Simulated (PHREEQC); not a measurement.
Make-up at 25 °C: 0.0044 mol/kgw CdCl2, 0.045 mol/kgw Na2SO4 and 9.1e-05 mol/kgw MnSO4. Closed to the air; pH follows from the charge balance.

Computed with PHREEQC (ion-association model, wateq4f.dat).

Question: The ionic strength comes out as 0.127 mol/kgw. What activity coefficients do Mn+2, Cl-, Na+, Cd(SO4)2-2, CdCl+ get?

Answer: Mn+2 0.37, Cl- 0.75, Na+ 0.77, Cd(SO4)2-2 0.35, CdCl+ 0.77.

This is a speciation only: nothing precipitates in the calculation. Species that the database lacks are ignored.
